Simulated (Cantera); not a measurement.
Mixture: 5.91 % CH₄, 0.414 % H₂, 19.8 % O₂, 73.9 % N₂, at 30000 Pa, adiabatic and at constant pressure. Ignition delay is the time to a rise of 400 K.

Model: GRI-Mech 3.0 (53 species, 325 reactions), integrated in Cantera.

Question: Predict: delay at 1248 K; delay at 1448 K; delay at 1648 K; delay at 1848 K; delay at 2048 K; apparent activation energy between 1848 and 2048 K.

Answer: 
```json
{
 "delay at 1248 K": "22.8 ms",
 "delay at 1448 K": "2.90 ms",
 "delay at 1648 K": "0.696 ms",
 "delay at 1848 K": "0.231 ms",
 "delay at 2048 K": "94.1 µs",
 "apparent activation energy between 1848 and 2048 K": "140 kJ/mol"
}
```
